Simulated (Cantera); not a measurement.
Cantera with NASA thermochemical tables; ideal gases at 1 bar, condensed phases pure. Values are per mole of reaction as written; species without (g) are pure solids or liquids, kept so even where they would boil at 1 bar.

SiCl4(g) + Si ⇌ 2 SiCl2(g), with ΔH° = 325.5 kJ and ΔS° = 212.8 J/K at 300 K.

Problem. How far is the shortcut ΔG° ≈ ΔH°(300 K) − T·ΔS°(300 K) from the full temperature-dependent value at 1598, 1673, 1748, 1823, 1898, 1973, 2048 K?

Solution. 
```tsv
T (K)	shortcut (kJ)	full (kJ)	difference (kJ)	difference in log10 K	condensed phases
1598	-14.6	4.2	-18.8	0.61	Si(s)
1673	-30.6	-9.9	-20.7	0.65	Si(s)
1748	-46.6	-22.1	-24.5	0.73	Si(l)
1823	-62.5	-33.8	-28.7	0.82	Si(l)
1898	-78.5	-45.4	-33.1	0.91	Si(l)
1973	-94.4	-57.0	-37.5	0.99	Si(l)
2048	-110.4	-68.5	-41.9	1.07	Si(l)
```
The shortcut ignores heat capacities and the phase changes listed.
